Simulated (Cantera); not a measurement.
Input: 1 mol (CH3)2SiCl2, 96 mol H2, at 2023 K.

These are equilibrium values from Cantera (NASA tables, ideal gas, pure condensed phases), not measurements of a reactor. Candidate condensed phases: C, C6H6, C7H8, C8H18, Si, SiC; 109 gas species. The feed counts by its element totals alone. The numbers say what is thermodynamically allowed, not how fast it happens.

What share of the Si ends up in condensed phases as a function of P (Pa), at 100, 270, 720, 1900, 5200, 14000, 37000, 100000?


```csv
P (Pa),Si condensed (%),as
100,59.3,SiC(s)
270,84.4,SiC(s)
720,93.6,SiC(s)
1900,97.1,SiC(s)
5200,98.5,SiC(s)
14000,99.0,SiC(s)
37000,99.2,SiC(s)
100000,99.3,SiC(s)
```
